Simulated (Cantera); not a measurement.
**Reactions in the system C-N-O-Ta**

Source: NASA polynomial tables (part measured, part estimated), evaluated in Cantera. Values are per mole of reaction as written; species without (g) are pure solids or liquids, kept so even where they would boil at 1 bar. TaC: taken at fixed stoichiometry.

3 Ta2O5 + N2O(g) = 2 NO2(g) + 6 TaO2(g)

```tsv
T (K)	ΔH° (kJ)	ΔS° (J/K)	ΔG° (kJ)	log10 K
500	4896.1	1452.3	4170.0	-435.62
525	4892.9	1446.0	4133.7	-411.28
550	4889.6	1440.0	4097.7	-389.16
575	4886.3	1434.1	4061.7	-368.97
600	4883.0	1428.4	4026.0	-350.48
```

Ta2O5 = O(g) + 2 TaO2(g)

```json
[
 {"T (K)": "500", "ΔH° (kJ)": "1887.4", "ΔS° (J/K)": "563.0", "ΔG° (kJ)": "1605.9", "log10 K": "-167.76"},
 {"T (K)": "525", "ΔH° (kJ)": "1886.5", "ΔS° (J/K)": "561.2", "ΔG° (kJ)": "1591.8", "log10 K": "-158.38"},
 {"T (K)": "550", "ΔH° (kJ)": "1885.6", "ΔS° (J/K)": "559.5", "ΔG° (kJ)": "1577.8", "log10 K": "-149.85"},
 {"T (K)": "575", "ΔH° (kJ)": "1884.7", "ΔS° (J/K)": "557.9", "ΔG° (kJ)": "1563.9", "log10 K": "-142.06"},
 {"T (K)": "600", "ΔH° (kJ)": "1883.7", "ΔS° (J/K)": "556.2", "ΔG° (kJ)": "1550.0", "log10 K": "-134.93"}
]
```

4 O(g) + TaC = TaO2(g) + CO2(g)

| T (K) | ΔH° (kJ) | ΔS° (J/K) | ΔG° (kJ) | log10 K |
|---|---|---|---|---|
| 500 | -1454.7 | -212.7 | -1348.4 | 140.86 |
| 525 | -1455.6 | -214.4 | -1343.0 | 133.62 |
| 550 | -1456.4 | -215.9 | -1337.7 | 127.04 |
| 575 | -1457.2 | -217.4 | -1332.2 | 121.02 |
| 600 | -1458.0 | -218.7 | -1326.8 | 115.50 |
